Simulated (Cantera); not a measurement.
Input: 1 mol Ni, 0.11 mol NH3, 29 mol H2, held at 1775 K and 63.0 Pa.

Equilibrium computed with Cantera from the NASA thermochemical tables; the gas is ideal and each condensed phase is pure. Candidate condensed phases: Ni; 10 gas species. The numbers say what is thermodynamically allowed, not how fast it happens.

Base state: H2 0.972, Ni 0.0144, H 0.0114, N2 0.00184 (mole fractions); condensed: Ni(l).

Task: What changes in the equilibrium state with this change: temperature from 1775 K to 1048 K?

Result: 
```json
[
 {"species": "H2", "before": "0.972", "after": "0.998"},
 {"species": "N2", "before": "0.00184", "after": "0.00188"},
 {"species": "H", "before": "0.0114", "after": "3.08e-7"},
 {"species": "Ni", "before": "0.0144", "after": "<1e-9"},
 {"species": "Ni(l), mol", "before": "0.570", "after": "0"},
 {"species": "Ni(s), mol", "before": "0", "after": "1.00"}
]
```

Task: What changes in the equilibrium state with this change: pressure from 63.0 Pa to 1000 Pa?

Result: 
```csv
species,before,after
H2,0.972,0.994
H,0.0114,0.00289
N2,0.00184,0.00188
Ni,0.0144,0.000908
"Ni(l), mol",0.570,0.973
```

Task: What changes in the equilibrium state with this change: temperature from 1775 K to 1425 K?

Result: 
```csv
species,before,after
H2,0.972,0.998
N2,0.00184,0.00188
H,0.0114,0.000271
Ni,0.0144,1.38e-5
"Ni(l), mol",0.570,0
"Ni(s), mol",0,1.000
```
